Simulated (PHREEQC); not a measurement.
## Buffer (model solution)

Consider water at 20 °C with 0.00067 mol/kgw H3PO4 and 9.6e-05 mol/kgw NaF. Closed to the air; pH follows from the charge balance.

Model: ion-association model, phreeqc.dat, run in PHREEQC.

| Property | Value |
|---|---|
| pH | 3.25 |
| ionic strength | 0.000678 mol/kgw |
| specific conductance | 201 µS/cm |
| total alkalinity | -0.670 meq/kg |

```csv
species,molality,activity,log γ
H2PO4-,0.000623,0.000605,-0.013
H+,0.000581,0.000565,-0.012
Na+,9.60e-5,9.32e-5,-0.013
F-,5.48e-5,5.32e-5,-0.013
H3PO4,4.74e-5,4.74e-5,0.000
HF,4.12e-5,4.12e-5,0.000
HPO4-2,7.25e-8,6.46e-8,-0.051
HF2-,8.31e-9,8.07e-9,-0.013
NaF,2.85e-9,2.85e-9,0.000
```

Precipitation was switched off in this run.
